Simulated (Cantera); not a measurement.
A closed system holds: 1 mol SiH2Cl2, 9.5 mol NH3, at 1750 K and 0.000390 bar.

These are equilibrium values from Cantera (NASA tables, ideal gas, pure condensed phases), not measurements of a reactor. Candidate condensed phases: NH4Cl, Si, Si3N4; 28 gas species. The tables' values for SiCl, SiN, SiCl3 are old estimates; treat these amounts as uncertain. Gases not in the tables: Si2H6 and higher silanes. Kinetics and transport are ignored.

Base state: H2 0.685, N2 0.224, HCl 0.0591, SiCl2 0.0169, H 0.00975, Si 0.00385, Cl 0.000649, SiCl 0.000638 (mole fractions); condensed: Si(l).

Problem. What changes in the equilibrium state with this change: NH3 from 9.5 to 0.46 mol?

Solution. 
```
species       before     after
----------  --------  --------
H2             0.685     0.476
SiCl2         0.0169     0.242
HCl           0.0591     0.186
N2             0.224    0.0780
SiCl3        1.51e-5  0.000818
Cl          0.000649   0.00245
SiCl        0.000638   0.00241
SiN          1.85e-5   1.09e-5
Si(l), mol     0.540     0.264
```
The tables' values for SiCl, SiCl3, SiN are old estimates; treat these amounts as uncertain.

Problem. What changes in the equilibrium state with this change: temperature from 1750 K to 1925 K?

Solution. 
| species | before | after |
|---|---|---|
| H2 | 0.685 | 0.637 |
| N2 | 0.224 | 0.214 |
| HCl | 0.0591 | 0.0629 |
| H | 0.00975 | 0.0386 |
| Si | 0.00385 | 0.0307 |
| SiCl2 | 0.0169 | 0.0112 |
| Si2 | 1.99e-5 | 0.000181 |
| Si3 | 4.87e-6 | 2.78e-5 |
| SiN | 1.85e-5 | 8.80e-5 |
| SiH | 8.32e-5 | 0.000394 |
| Si(l), mol | 0.540 | 0 |
The tables' values for SiCl, SiN are old estimates; treat these amounts as uncertain.

Problem. What changes in the equilibrium state with this change: temperature from 1750 K to 1575 K?

Solution. 
```
species      before     after
----------  -------  --------
H2            0.685     0.695
N2            0.224     0.226
HCl          0.0591    0.0598
H           0.00975   0.00175
Si          0.00385  0.000147
SiCl2        0.0169    0.0175
Si2         1.99e-5   3.13e-7
Si2N        3.16e-5   2.14e-6
Si(l), mol    0.540         0
Si(s), mol        0     0.626
```
The tables' values for SiCl, SiCl3 are old estimates; treat these amounts as uncertain.
